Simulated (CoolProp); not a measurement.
Properties of the fluoroketone C6F12O (FK-5-1-12) along the isotherm 459 K.

Values from CoolProp's reference Helmholtz-energy equation of state, McLinden 2015.

```
p (kPa)          phase  density (kg/m³)  isothermal compressibility (1/MPa)  expansivity (1/kK)
-------  -------------  ---------------  ----------------------------------  ------------------
8.87               gas           0.7356                               112.9               2.190
13.8               gas            1.145                               72.63               2.197
21.5               gas            1.787                               46.68               2.207
33.5               gas            2.789                               30.01               2.223
52.1               gas            4.352                               19.36               2.248
81.1               gas            6.806                               12.50               2.288
126                gas            10.65                               8.105               2.352
197                gas            16.86                               5.249               2.459
306                gas            26.70                               3.448               2.637
477                gas            42.97                               2.289               2.959
743                gas            70.67                               1.564               3.593
1160               gas            122.2                               1.141               5.148
1800               gas            239.9                               1.053               11.55
2800     supercritical            777.7                              0.4345               23.99
```
